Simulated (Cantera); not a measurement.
Charge: 1 mol (CH₃)₂SiCl₂, 0.016 mol C₂H₂, a varied amount of H₂, held at 1902 °C and 100000 Pa.

Equilibrium computed with Cantera from the NASA thermochemical tables; the gas is ideal and each condensed phase is pure. Candidate condensed phases: C, C₆H₆, C₇H₈, C₈H₁₈, Si, SiC; 109 gas species. The feed counts by its element totals alone. Gases not in the tables: Si₂H₆ and higher silanes. Rates play no part.

Question: What share of the Si ends up in condensed phases as a function of n(H₂) (mol), at 32, 53, 86, 140, 230, 380, 620, 1000, 1700?

Answer: 
```tsv
n(H₂) (mol)	Si condensed (%)	as
32	97.4	SiC(s)
53	98.1	SiC(s)
86	98.4	SiC(s)
140	98.3	SiC(s)
230	97.8	SiC(s)
380	95.9	SiC(s)
620	92.1	SiC(s)
1000	84.6	SiC(s)
1700	68.0	SiC(s)
```
